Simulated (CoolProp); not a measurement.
A simple Rankine cycle with water: condensing at 296.15 K, boiler at 0.0352 MPa, turbine inlet 495.9 K, turbine efficiency 0.85, pump efficiency 0.8, no recuperator. Each further row changes one setting.

Model: reference Helmholtz-energy equation of state, Wagner 2002, in CoolProp.

```tsv
case	thermal efficiency (%)	net work (kJ/kg)	heat in (kJ/kg)	turbine exit temperature (K)	volume ratio over the turbine
as stated	13.1	370	2830	301.6	7.62
turbine inlet 515.9 K	13.4	?	2870	?	7.65
condensing temperature 288.15 K	14.9	425	2860	288.1	11.8
boiler pressure 0.0246 MPa	11.6	328	2830	323.7	?
turbine efficiency 0.75	11.5	326	2830	324.6	8.20
```

Task: Complete the blanks.

Result: 
- turbine inlet 515.9 K, net work (kJ/kg): 384
- turbine inlet 515.9 K, turbine exit temperature (K): 315.0
- boiler pressure 0.0246 MPa, volume ratio over the turbine: 5.71

The expansion ends wet for: condensing temperature 288.15 K.
